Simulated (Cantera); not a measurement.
A perfectly stirred reactor is fed with CH₄ : C₂H₆ : O₂ : N₂ = 1 : 0.1 : 1.68 : 6.31 (molar parts), equivalence ratio 1.4, at 9.87 atm; it is adiabatic with a 675 K inlet, and is followed from long to short residence time, starting on the burning branch (τ in s: 0.076, 0.028, 0.01, 0.0038, 0.0014, 0.00051, 0.00019, 6.8e-05, 2.5e-05, 9.2e-06).

Cantera simulation using GRI-Mech 3.0 (53 species, 325 reactions); the numbers are that mechanism's predictions, not measurements.

Q: What does this change do: inlet temperature 675 to 425 K?

A: 
| quantity | before | after |
|---|---|---|
| blow-out, bracketed by the residence times tried | burning at 68.0 µs, out at 25.0 µs | burning at 0.190 ms, out at 68.0 µs |
| x(CH₄) at τ = 76.0 ms | 4.25e-5 | 0.000401 |
| x(C₂H₆) at τ = 76.0 ms | 1.67e-8 | 9.79e-8 |
| x(O₂) at τ = 76.0 ms | 2.01e-5 | 5.45e-5 |
| x(CH₂CO) at τ = 76.0 ms | 7.28e-8 | 4.83e-7 |
| x(NO) at τ = 76.0 ms | 9.06e-5 | 3.91e-5 |
| x(CH₄) at τ = 0.510 ms | 0.00171 | 0.00552 |
| x(C₂H₆) at τ = 0.510 ms | 4.03e-6 | 3.26e-5 |
| x(O₂) at τ = 0.510 ms | 0.00166 | 0.00483 |
| x(CH₂CO) at τ = 0.510 ms | 1.30e-5 | 6.53e-5 |
| x(NO) at τ = 0.510 ms | 0.000164 | 1.70e-5 |
